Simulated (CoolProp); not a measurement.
Properties of R11 along the isotherm -25.25 °C.

The numbers come from the reference Helmholtz-energy equation of state, Jacobsen 1992 in CoolProp.

```
p (bar)   phase  Joule-Thomson coefficient (K/MPa)  isothermal compressibility (1/MPa)
-------  ------  ---------------------------------  ----------------------------------
6.89     liquid                                ___                            0.001099
13.8     liquid                                ___                            0.001088
20.7     liquid                            -0.4977                                 ___
27.5     liquid                            -0.4989                            0.001067
34.4     liquid                            -0.5002                                 ___
41.3     liquid                            -0.5014                            0.001046
48.2     liquid                            -0.5026                            0.001036
55.1     liquid                            -0.5037                            0.001027
62       liquid                            -0.5049                            0.001017
68.9     liquid                            -0.5060                            0.001008
75.8     liquid                            -0.5071                           0.0009989
82.6     liquid                            -0.5082                                 ___
89.5     liquid                            -0.5093                           0.0009816
96.4     liquid                            -0.5103                                 ___
103      liquid                            -0.5113                           0.0009652
110      liquid                            -0.5123                           0.0009570
```

Question: Complete the blanks.

Answer: 
- 6.89, Joule-Thomson coefficient (K/MPa): -0.4951
- 13.8, Joule-Thomson coefficient (K/MPa): -0.4964
- 20.7, isothermal compressibility (1/MPa): 0.001077
- 34.4, isothermal compressibility (1/MPa): 0.001056
- 82.6, isothermal compressibility (1/MPa): 0.0009902
- 96.4, isothermal compressibility (1/MPa): 0.0009732
